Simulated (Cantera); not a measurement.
**Catalytic stagnation flow on Pt**

A jet of 2.54 % H2, 13.8 % O2, 83.7 % N2 at 300 K and 263 Torr hits a platinum plate 2.9 cm away at a mass flux of 0.033 kg/m²/s; the plate temperature is set and raised in steps from an oxygen-covered start.

Model: Deutschmann's 1995 Pt surface mechanism with GRI-Mech 3.0 gas chemistry, integrated in Cantera. Catalytic surfaces can have several steady states; this one follows from the mechanism file's or the stated starting coverage.

```tsv
plate T (K)	wall x H2	wall x O2	wall x H2O	wall x OH	θ free Pt	θ O*	θ OH*
500	0.00157	0.112	0.0467	<1e-8	0.0205	0.956	0.0230
550	0.00156	0.112	0.0463	<1e-8	0.0217	0.965	0.0132
600	0.00156	0.112	0.0459	<1e-8	0.0228	0.969	0.00822
650	0.00155	0.113	0.0456	<1e-8	0.0242	0.970	0.00551
700	0.00144	0.113	0.0455	<1e-8	0.0272	0.969	0.00403
750	0.00114	0.112	0.0458	<1e-8	0.0366	0.960	0.00338
```
x: mole fraction at the wall; θ: surface coverage.
